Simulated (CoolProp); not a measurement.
Vapour-liquid equilibrium of n-heptane (1) + toluene (2) at 2.23 bar; x and y are mole fractions of (1).

Computed with CoolProp (multi-fluid Helmholtz-energy mixture model, Span 2003 and Lemmon 2006; pair parameters Bell 2016).

```tsv
x	bubble temperature, mixture model (K)	bubble temperature, Raoult's law (K)	y, mixture model	y, Raoult's law
0.05	412.5	413.3	0.082	0.067
0.125	410.4	412.2	0.189	0.164
0.2	408.8	411.1	0.280	0.255
0.275	407.4	410.0	0.361	0.342
0.35	406.2	409.0	0.434	0.425
0.425	405.2	408.0	0.503	0.504
0.5	404.3	407.0	0.568	0.579
0.575	403.5	406.0	0.632	0.651
0.65	402.9	405.0	0.695	0.719
0.725	402.3	404.1	0.758	0.785
0.8	401.8	403.2	0.823	0.847
0.875	401.4	402.3	0.888	0.906
0.95	401.1	401.4	0.955	0.963
```

The largest gap from Raoult's law is -2.8 K in bubble temperature, at x = 0.35. No azeotrope shows between x = 0.05 and 0.95.

Pair parameters are fitted to limited data, so mixtures are less certain than the pure fluids.
